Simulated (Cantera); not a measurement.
# Thermodynamics of sublimation and decomposition of ceramics, feed Al2O3 + N2

Feed: 1 mol Al2O3, 0.053 mol N2, held at 8.30 Pa.

Method: chemical equilibrium by Gibbs-energy minimisation in Cantera with the NASA 1993 tables (ideal gas, pure condensed phases). Candidate condensed phases: Al, AlN, Al2O3; 16 gas species. The numbers say what is thermodynamically allowed, not how fast it happens.

From 1225 °C to 1975 °C the condensed part is Al2O3(s). From 2125 °C to 2275 °C the condensed part is Al2O3(l). At 2425 °C nothing is condensed.

```
T (°C)  log p N2  log p O  log p Al  log p AlO  log p Al2O  log p O2  n Al2O3(s)  n Al2O3(l)
------  --------  -------  --------  ---------  ----------  --------  ----------  ----------
1225       -4.08   -13.83    -13.12     -15.05      -16.01      <-16        1.00           0
1375       -4.08   -11.72    -11.42     -12.88      -13.86    -14.26        1.00           0
1525       -4.08   -10.01     -9.95     -11.07      -12.00    -12.17        1.00           0
1675       -4.08    -8.59     -8.66      -9.52      -10.38    -10.47       1.000           0
1825       -4.08    -7.39     -7.53      -8.18       -8.96     -9.05       1.000           0
1975       -4.09    -6.36     -6.55      -7.03       -7.72     -7.84       1.000           0
2125       -4.12    -5.47     -5.71      -6.05       -6.68     -6.81           0       0.999
2275       -4.36    -4.71     -4.98      -5.22       -5.82     -5.95           0       0.988
2425       -6.02    -4.36     -4.58      -5.05       -5.87     -5.83           0           0
```
log p: log10 of the partial pressure in bar; n: condensed amount in mol.
